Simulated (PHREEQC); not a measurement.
Solution (25 °C): 0.018 mol/kgw CuSO4, 0.17 mol/kgw H2SO4 and 0.23 mol/kgw KCl. It is in equilibrium with CO2 at log p = -2 (atm). Otherwise closed; pH follows from the charge balance.

Equilibrium calculation in PHREEQC: ion-association model, phreeqc.dat.

Each row changes one thing in this solution. No solid was allowed to form.

```json
[
 {"case": "as made", "pH": "0.82", "ionic strength (mol/kgw)": "0.491", "K+ (mol/kgw)": "0.220", "HSO4- (mol/kgw)": "0.141", "SO4-2 (mol/kgw)": "0.0336", "KSO4- (mol/kgw)": "0.00999", "SI of Sylvite (KCl)": "-2.58"},
 {"case": "KCl from 0.23 to 0.023 mol/kgw", "pH": "0.83", "ionic strength (mol/kgw)": "0.278", "K+ (mol/kgw)": "0.0219", "HSO4- (mol/kgw)": "0.151", "SO4-2 (mol/kgw)": "0.0299", "KSO4- (mol/kgw)": "0.00112", "SI of Sylvite (KCl)": "-4.53"},
 {"case": "temperature from 25 to 45 °C", "pH": "0.84", "ionic strength (mol/kgw)": "0.471", "K+ (mol/kgw)": "0.220", "HSO4- (mol/kgw)": "0.151", "SO4-2 (mol/kgw)": "?", "KSO4- (mol/kgw)": "0.00976", "SI of Sylvite (KCl)": "-2.68"},
 {"case": "KCl from 0.23 to 0.253 mol/kgw", "pH": "0.81", "ionic strength (mol/kgw)": "0.515", "K+ (mol/kgw)": "0.242", "HSO4- (mol/kgw)": "0.140", "SO4-2 (mol/kgw)": "0.0339", "KSO4- (mol/kgw)": "0.0109", "SI of Sylvite (KCl)": "-2.50"},
 {"case": "diluted 5-fold with water", "pH": "1.43", "ionic strength (mol/kgw)": "0.111", "K+ (mol/kgw)": "0.0446", "HSO4- (mol/kgw)": "0.0222", "SO4-2 (mol/kgw)": "0.0131", "KSO4- (mol/kgw)": "0.00142", "SI of Sylvite (KCl)": "?"},
 {"case": "CuSO4 replaced by FeSO4 at the same molality", "pH": "0.82", "ionic strength (mol/kgw)": "0.487", "K+ (mol/kgw)": "0.220", "HSO4- (mol/kgw)": "?", "SO4-2 (mol/kgw)": "0.0331", "KSO4- (mol/kgw)": "0.00989", "SI of Sylvite (KCl)": "-2.57"}
]
```

Task: What belongs in the gaps?

Result: 
- temperature from 25 to 45 °C, SO4-2 (mol/kgw): 0.0244
- diluted 5-fold with water, SI of Sylvite (KCl): -3.83
- CuSO4 replaced by FeSO4 at the same molality, HSO4- (mol/kgw): 0.138

Complexes and solids missing from the database can't appear. Constants without temperature data keep their 25 °C values here.
